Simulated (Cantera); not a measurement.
Cantera run, input and output.

```python
import numpy as np
import cantera as ct

gas = ct.Solution("gri30.yaml")
gas.TPX = 2075, 60000, {'NO': 1, 'N2': 1.7, 'H2O': 0.02}
reactor = ct.IdealGasConstPressureReactor(gas, energy="off", clone=False)
net = ct.ReactorNet([reactor])
net.rtol, net.atol = 1e-08, 1e-18
show = ['NO', 'NO2', 'N2O', 'N2', 'O2']
times = np.geomspace(8e-05, 5, 11)

steps = ct.SolutionArray(gas, extra=["t"])
rows = []
print(f"{'t/s':>10s}{'T/K':>9s}{'P/Pa':>11s}" + "".join(f"{s:>11s}" for s in show))
for t in times:
    while net.time < t:
        t_next = net.step()
        steps.append(gas.state, t=t_next)
    rows.append([np.interp(t, steps.t, y) for y in (steps.T, steps.P, *steps(*show).X.T)])
    print(f"{t:10.3e}{rows[-1][0]:9.1f}{rows[-1][1]:11.4g}" + "".join(f"{x:11.3e}" for x in rows[-1][2:]))
rate = np.gradient(steps.T, steps.t)
print("integrator steps:", len(steps.t))
if steps.T.max() > steps.T[0] + 200:
    print(f"time of steepest temperature rise: {steps.t[rate.argmax()]:.4e} s")
gas.TPX = 2075, 60000, {'NO': 1, 'N2': 1.7, 'H2O': 0.02}
gas.equilibrate("TP")
print(f"equilibrium (TP): T = {gas.T:.1f} K  " + "  ".join(f"{s} {gas[s].X[0]:.3e}" for s in show))
```

Result:

```
       t/s      T/K       P/Pa         NO        NO2        N2O         N2         O2
 8.000e-05   2075.0      6e+04  3.676e-01  2.682e-06  1.157e-05  6.250e-01  2.219e-07
 2.414e-04   2075.0      6e+04  3.675e-01  1.252e-05  2.888e-05  6.250e-01  3.573e-06
 7.282e-04   2075.0      6e+04  3.673e-01  2.771e-05  4.955e-05  6.250e-01  9.137e-05
 2.197e-03   2075.0      6e+04  3.666e-01  2.663e-05  4.914e-05  6.253e-01  4.660e-04
 6.629e-03   2075.0      6e+04  3.645e-01  4.059e-05  5.049e-05  6.264e-01  1.457e-03
 2.000e-02   2075.0      6e+04  3.581e-01  6.591e-05  5.077e-05  6.296e-01  4.536e-03
 6.034e-02   2075.0      6e+04  3.388e-01  1.063e-04  4.651e-05  6.392e-01  1.406e-02
 1.821e-01   2075.0      6e+04  2.826e-01  1.508e-04  3.241e-05  6.672e-01  4.200e-02
 5.493e-01   2075.0      6e+04  1.583e-01  1.319e-04  1.016e-05  7.293e-01  1.040e-01
 1.657e+00   2075.0      6e+04  3.743e-02  3.915e-05  8.845e-07  7.897e-01  1.645e-01
 5.000e+00   2075.0      6e+04  9.761e-03  1.063e-05  3.896e-07  8.035e-01  1.783e-01
integrator steps: 1421
equilibrium (TP): T = 2075.0 K  NO 8.743e-03  NO2 9.535e-06  N2O 3.827e-07  N2 8.040e-01  O2 1.788e-01
```

Detailed kinetics in Cantera: GRI-Mech 3.0 (53 species, 325 reactions).
